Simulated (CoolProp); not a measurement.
Saturation properties of R1132(E) (Tc = 75.7 °C, pc = 51.74 bar, ω = 0.245).

Computed with CoolProp (reference Helmholtz-energy equation of state, Akasaka 2024).

| T (°C) | p (bar) | enthalpy of vaporisation (kJ/kg) | vapour Z |
|---|---|---|---|
| -14.45 | 5.067 | 268.8 | 0.8970 |
| -8.95 | 6.117 | 262.3 | 0.8827 |
| -3.45 | 7.322 | 255.5 | 0.8672 |
| 1.95 | 8.669 | 248.6 | 0.8508 |
| 7.45 | 10.22 | 241.2 | 0.8328 |
| 12.85 | 11.94 | 233.5 | 0.8137 |
| 18.35 | 13.90 | 225.3 | 0.7928 |
| 23.75 | 16.04 | 216.7 | 0.7707 |
| 29.25 | 18.47 | 207.3 | 0.7464 |
| 34.75 | 21.16 | 197.2 | 0.7201 |
| 40.15 | 24.07 | 186.4 | 0.6920 |
| 45.65 | 27.34 | 174.3 | 0.6607 |
